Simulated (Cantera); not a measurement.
Input: 1 mol HMDSO, 2.1 mol NO, 1.7 mol O3, at 1573.15 K and 6.75 Torr.

Equilibrium computed with Cantera from the NASA thermochemical tables; the gas is ideal and each condensed phase is pure. Candidate condensed phases: C, C6H6, C7H8, C8H18, H2O, Si, SiC, SiO2, Si2N2O, Si3N4; 151 gas species. The feed counts by its element totals alone. Mutual solubility and eutectic melting of coexisting phases are not modelled. The tables hold silica as quartz up to 1696 K and as liquid above; real silica turns to tridymite and cristobalite and melts near 1996 K. Kinetics and transport are ignored.

Base state: H2 0.564, CO 0.376, N2 0.0360, SiO 0.0233, H 0.000322, H2O 3.46e-5, HCN 1.41e-5 (mole fractions); condensed: SiO2(β-quartz) + Si2N2O(s).

### Question
What changes in the equilibrium state with this change: HMDSO replaced by SiCl4?

### Answer
| species | before | after |
|---|---|---|
| O2 | <1e-9 | 0.380 |
| Cl | 0 | 0.343 |
| N2 | 0.0360 | 0.153 |
| H2 | 0.564 | 0 |
| CO | 0.376 | 0 |
| Cl2 | 0 | 0.121 |
| SiO | 0.0233 | <1e-9 |
| NO | <1e-9 | 0.00102 |
| ClO | 0 | 0.000452 |
| SiO2(β-quartz), mol | 0.676 | 1.00 |
| Si2N2O(s), mol | 0.476 | 0 |

### Question
What changes in the equilibrium state with this change: HMDSO replaced by TEOS?

### Answer
```tsv
species	before	after
H2	0.564	0.476
CO	0.376	0.406
N2	0.0360	0.0551
H2O	3.46e-5	0.0487
CO2	7.97e-6	0.0143
SiO	0.0233	1.40e-5
HCN	1.41e-5	1.04e-8
H	0.000322	0.000296
SiO2(β-quartz), mol	0.676	1.000
Si2N2O(s), mol	0.476	0
```

### Question
What changes in the equilibrium state with this change: HMDSO replaced by SiH2Cl2?

### Answer
| species | before | after |
|---|---|---|
| O2 | <1e-9 | 0.436 |
| HCl | 0 | 0.282 |
| N2 | 0.0360 | 0.183 |
| H2 | 0.564 | 2.57e-6 |
| CO | 0.376 | 0 |
| Cl | 0 | 0.0599 |
| SiO | 0.0233 | <1e-9 |
| H2O | 3.46e-5 | 0.0335 |
| Cl2 | 0 | 0.00370 |
| NO | <1e-9 | 0.00120 |
| SiO2(β-quartz), mol | 0.676 | 1.00 |
| Si2N2O(s), mol | 0.476 | 0 |
Further candidate phases: NH4Cl.
